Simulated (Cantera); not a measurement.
Input: 1 mol SiHCl3, 7.1 mol N2, at 0.0133 bar.

Method: chemical equilibrium by Gibbs-energy minimisation in Cantera with the NASA 1993 tables (ideal gas, pure condensed phases). Candidate condensed phases: NH4Cl, Si, Si3N4; 28 gas species. N2 is the only nitrogen source here; it is nearly inert below about 1500 K, so the nitride shown seldom forms there in practice. The numbers say what is thermodynamically allowed, not how fast it happens.

Over these rows the condensed part is Si3N4(s). Partial pressures as log10 of bar:

```tsv
T (K)	1000/T (1/K)	log p SiCl2	log p N2	log p HCl	log p SiCl4	log p H2
950	1.0526	-8.35	-1.96	-2.89	-3.05	-3.81
1000	1.0000	-7.57	-1.96	-2.88	-3.06	-3.84
1050	0.9524	?	-1.96	-2.87	-3.06	-3.86
1100	0.9091	-6.24	-1.96	-2.87	-3.06	-3.89
1150	0.8696	-5.66	-1.96	-2.86	-3.07	-3.91
1200	0.8333	-5.14	-1.96	-2.86	-3.08	-3.93
```

Problem. Fit log p(SiCl2) = a + b·(1000/T) to the five rows, give the apparent enthalpy, and predict the row at 1050 K.

Solution. Means: 1000/T = 0.9329, log p = -6.592. Sxy = -0.488049, Sxx = 0.0333240, so b = -14.65 and a = -6.592 − (-14.65)×0.9329 = 7.08.
Apparent enthalpy: −19.145 × (-14.65) = 280 kJ/mol. With the condensed phases at unit activity, 1/6 Si3N4(s) + 1/2 SiCl4(g) = SiCl2(g) + 1/3 N2(g) links this pressure to the main gases: over the six rows their terms move log p by -0.02 in all, so the slope is close to that reaction's ΔH°. The five rows lie within 0.01 of the line.
Prediction at 1050 K: 7.08 + (-14.65)×0.9524 = -6.87. The computed value is -6.88, 0.01 from the line.
